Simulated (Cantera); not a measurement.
Predominance diagram of Mg at 925 K against the partial pressures of O2 and F2 (log10, bar). Cantera with NASA thermochemical tables; ideal gases at 1 bar, condensed phases pure. Candidates: Mg(l), MgF2(s), MgO(s). Only these pure phases compete in this equilibrium. Not in the tables: oxide halides.

Problem. Which phase is stable at these pairs, and which metal-bearing vapour leads over it? (-22.1, -25.5); (-47, -2.8); (-33.2, -2.8); (-33.2, -25.5); (-11.1, -22.7); (-24.9, -11.3); (-13.8, -34)

Solution. 
```tsv
log p(O2)	log p(F2)	phase	chief vapour	log p (bar)
-22.1	-25.5	MgF2(s)	MgF2	-12.5
-47	-2.8	MgF2(s)	MgF2	-12.5
-33.2	-2.8	MgF2(s)	MgF2	-12.5
-33.2	-25.5	MgF2(s)	MgF2	-12.5
-11.1	-22.7	MgF2(s)	MgF2	-12.5
-24.9	-11.3	MgF2(s)	MgF2	-12.5
-13.8	-34	MgO(s)	MgF2	-13.5
```
